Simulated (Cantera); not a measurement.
Pyrogenic steam for wet oxidation

An isothermal, constant-pressure homogeneous reactor starts with 7.70 % H₂, 11.7 % O₂, 80.5 % N₂, 0.140 % H₂O, at 1025 K and 0.128 atm.

Model: GRI-Mech 3.0 (53 species, 325 reactions), integrated in Cantera. Radical loss at walls, strong at low pressure, is not modelled. The temperature is held fixed by assumption; the heat of reaction is taken as removed at once.

| t (s) | x H₂ | x O₂ | x NO | x H₂O | x NO₂ |
|---|---|---|---|---|---|
| 0.000100 | 0.0770 | 0.117 | <1e-12 | 0.00140 | <1e-12 |
| 0.000295 | 0.0770 | 0.117 | <1e-12 | 0.00140 | <1e-12 |
| 0.000871 | 0.0770 | 0.117 | <1e-12 | 0.00140 | <1e-12 |
| 0.00257 | 0.00452 | 0.0830 | 1.00e-6 | 0.0715 | 7.11e-11 |
| 0.00758 | 0.000321 | 0.0813 | 1.15e-6 | 0.0811 | 2.83e-9 |
| 0.0224 | 4.24e-5 | 0.0813 | 1.14e-6 | 0.0815 | 1.60e-8 |
| 0.0660 | 5.00e-6 | 0.0813 | 1.13e-6 | 0.0815 | 2.90e-8 |
| 0.195 | 4.76e-7 | 0.0813 | 1.13e-6 | 0.0815 | 2.89e-8 |
| 0.574 | 5.61e-8 | 0.0813 | 1.13e-6 | 0.0815 | 2.04e-8 |
| 1.69 | 1.21e-8 | 0.0813 | 1.14e-6 | 0.0815 | 1.20e-8 |
| 5.00 | 3.44e-9 | 0.0813 | 1.15e-6 | 0.0815 | 6.77e-9 |
x: mole fraction; the columns are a selection and need not sum to one.

Equilibrium at this temperature and pressure: H₂ 1.44e-10, O₂ 0.0813, NO 2.64e-5, H₂O 0.0815, NO₂ 2.68e-7 (gas phase only).
